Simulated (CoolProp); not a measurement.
Properties of R236FA along the isotherm 126.85 °C.

Model: reference Helmholtz-energy equation of state, Pan 2012, in CoolProp.

```json
[
 {"p (MPa)": "0.0252", "phase": "gas", "speed of sound (m/s)": "151.8", "conductivity (mW/(m K))": "21.8", "fugacity coefficient": "0.9973"},
 {"p (MPa)": "0.0449", "phase": "gas", "speed of sound (m/s)": "151.5", "conductivity (mW/(m K))": "21.8", "fugacity coefficient": "0.9952"},
 {"p (MPa)": "0.0798", "phase": "gas", "speed of sound (m/s)": "151.0", "conductivity (mW/(m K))": "21.9", "fugacity coefficient": "0.9915"},
 {"p (MPa)": "0.142", "phase": "gas", "speed of sound (m/s)": "150.2", "conductivity (mW/(m K))": "21.9", "fugacity coefficient": "0.9848"},
 {"p (MPa)": "0.252", "phase": "gas", "speed of sound (m/s)": "148.6", "conductivity (mW/(m K))": "21.9", "fugacity coefficient": "0.9731"},
 {"p (MPa)": "0.449", "phase": "gas", "speed of sound (m/s)": "145.6", "conductivity (mW/(m K))": "22.0", "fugacity coefficient": "0.9523"},
 {"p (MPa)": "0.798", "phase": "gas", "speed of sound (m/s)": "140.2", "conductivity (mW/(m K))": "22.2", "fugacity coefficient": "0.9157"},
 {"p (MPa)": "1.42", "phase": "gas", "speed of sound (m/s)": "129.4", "conductivity (mW/(m K))": "22.9", "fugacity coefficient": "0.8515"},
 {"p (MPa)": "2.52", "phase": "gas", "speed of sound (m/s)": "104.3", "conductivity (mW/(m K))": "26.7", "fugacity coefficient": "0.7384"},
 {"p (MPa)": "4.49", "phase": "supercritical", "speed of sound (m/s)": "162.4", "conductivity (mW/(m K))": "48.3", "fugacity coefficient": "0.5122"},
 {"p (MPa)": "7.98", "phase": "supercritical", "speed of sound (m/s)": "257.2", "conductivity (mW/(m K))": "54.1", "fugacity coefficient": "0.3402"}
]
```

Thermal conductivity comes from a separate model (Huber 2003), an estimate that may be off by 10 % or more.
